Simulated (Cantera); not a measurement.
An isothermal, constant-pressure homogeneous reactor starts with CH4 : H2 : N2 = 0.01 : 1 : 0.00025 (molar parts), at 1923 K and 0.133 bar.

Computed with Cantera and GRI-Mech 3.0 (53 species, 325 reactions). GRI-Mech 3.0 stops at C3 and has no aromatics, soot or wall deposition, so with more carbon than oxygen in the feed, carbon stays in small species such as C2H2 where larger ones or solid carbon would form.

Question: Predict: x(CH4) at 30.0 s; x(H2) at 30.0 s; x(C2H2) at 30.0 s; x(C2H) at 30.0 s; x(HCN) at 30.0 s; x(CH2) at 30.0 s; x(H) at 30.0 s.

Answer: 
| Quantity | Result |
|---|---|
| x(CH4) at 30.0 s | 0.000224 (gas-phase equilibrium 0.000220) |
| x(H2) at 30.0 s | 0.992 (gas-phase equilibrium 0.992) |
| x(C2H2) at 30.0 s | 0.00477 (gas-phase equilibrium 0.00459) |
| x(C2H) at 30.0 s | 1.77e-7 (gas-phase equilibrium 1.70e-7) |
| x(HCN) at 30.0 s | 5.65e-8 (gas-phase equilibrium 0.000360) |
| x(CH2) at 30.0 s | 3.73e-8 (gas-phase equilibrium 3.66e-8) |
| x(H) at 30.0 s | 0.00259 (gas-phase equilibrium 0.00259) |
